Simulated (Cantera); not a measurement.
A Cantera script and what it prints.

```python
import numpy as np
import cantera as ct

gas_names = """
    H HO2 H2 H2O H2O2 Nb NbO NbO2 O OH O2 O3
""".split()
cond_names = """
    H2O(s) H2O(L) Nb(cr) Nb(L) NbO(s) NbO(L) NbO2(I) NbO2(II) NbO2(III) NbO2(L) Nb2O5(s) Nb2O5(L)
""".split()


# ... load() reads the species with a 1 bar reference pressure and builds the phases ...
atoms = {
    'Nb': {'Nb': 1},
    'O2': {'O': 2},
    'H2': {'H': 2},
}
top_T = {}  # K; cautious upper limits of use, not melting points


# ... equilibrate(T, P, feed) seeds the gas with the atoms and calls Mixture.equilibrate('TP', solver="vcs", rtol=1e-11, max_steps=5000) ...
results = []
feed = {'Nb': 1, 'O2': 0.44, 'H2': 200}  # mol
T = 1048.15  # K
P = 4500  # Pa
mix = equilibrate(T, P, feed)
results.append((T, P, feed, dict(zip(mix.species_names, mix.species_moles))))
x = sorted(zip(gas.X, gas.species_names), reverse=True)
print(f"T = {T:g} K  P = {P:g} Pa  gas = {mix.phase_moles(0):.4g} mol")
print("   x: " + "  ".join(f"{s} {v:.3e}" for v, s in x if v > 0.001))
print("   condensed (mol): " + ("  ".join(f"{mix.phase(i).name} {mix.phase_moles(i):.4g}"
      for i in range(1, mix.n_phases) if mix.phase_moles(i) > 1e-12) or "none"))
```

Result:

```
T = 1048.15 K  P = 4500 Pa  gas = 200 mol
   x: H2 1.000e+00
   condensed (mol): Nb(cr) 0.12  NbO(s) 0.88
```

Method: chemical equilibrium by Gibbs-energy minimisation in Cantera with the NASA 1993 tables (ideal gas, pure condensed phases). Mutual solubility and eutectic melting of coexisting phases are not modelled. NbO: taken at fixed stoichiometry. Condensed phases not in the tables: N, O or C dissolved in the metal.
